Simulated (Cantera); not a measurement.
An isothermal, constant-pressure homogeneous reactor starts with 15.4 % H2, 36.8 % O2, 47.8 % N2, at 775 K and 0.133 bar.

Detailed kinetics in Cantera: GRI-Mech 3.0 (53 species, 325 reactions). Radical loss at walls, strong at low pressure, is not modelled. Below about 950 K walls govern HO2 and H2O2 in real vessels. The temperature is held fixed by assumption; the heat of reaction is taken as removed at once.

### Question
Predict: x(H2) at 300 s; x(O2) at 300 s; x(H2O) at 300 s.

### Answer
x(H2) at 300 s: 0.111 (gas-phase equilibrium <1e-12)
x(O2) at 300 s: 0.352 (gas-phase equilibrium 0.315)
x(H2O) at 300 s: 0.0463 (gas-phase equilibrium 0.167)
